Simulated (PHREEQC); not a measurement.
A column of 0.5 m (40 cells, dispersivity 0.04 m, 720 s a shift, diffusion coefficient 3e-10 m²/s) holds 0.0049 eq of the database's cation exchanger X per kg of pore water, first in equilibrium with 0.0011 mol/kgw MgCl2, 0.0017 mol/kgw MnCl2 and 1e-05 mol/kgw HCl. It is flushed with 0.01 mol NaCl and 1e-05 mol HCl per kg of water, at 15 °C. Values are for the last cell. No CO2 enters from the air. No solid was allowed to form.

All values are PHREEQC results (ion-association model, phreeqc.dat), not measurements.

**Question.** Predict Na in solution (mol/kgw), Mn in solution (mol/kgw), Mg in solution (mol/kgw) at pore volumes = 0.3125, 0.4125, 1.312, 2.513, 2.812.

**Answer.** 
```json
[
 {"pore volumes": "0.3125", "Na in solution (mol/kgw)": "7.81e-6", "Mn in solution (mol/kgw)": "0.00170", "Mg in solution (mol/kgw)": "0.00110"},
 {"pore volumes": "0.4125", "Na in solution (mol/kgw)": "9.78e-5", "Mn in solution (mol/kgw)": "0.00169", "Mg in solution (mol/kgw)": "0.00109"},
 {"pore volumes": "1.312", "Na in solution (mol/kgw)": "0.00713", "Mn in solution (mol/kgw)": "0.000623", "Mg in solution (mol/kgw)": "0.000405"},
 {"pore volumes": "2.513", "Na in solution (mol/kgw)": "0.00940", "Mn in solution (mol/kgw)": "0.000176", "Mg in solution (mol/kgw)": "0.000117"},
 {"pore volumes": "2.812", "Na in solution (mol/kgw)": "0.00951", "Mn in solution (mol/kgw)": "0.000146", "Mg in solution (mol/kgw)": "9.70e-5"}
]
```

Complexes and solids missing from the database can't appear.
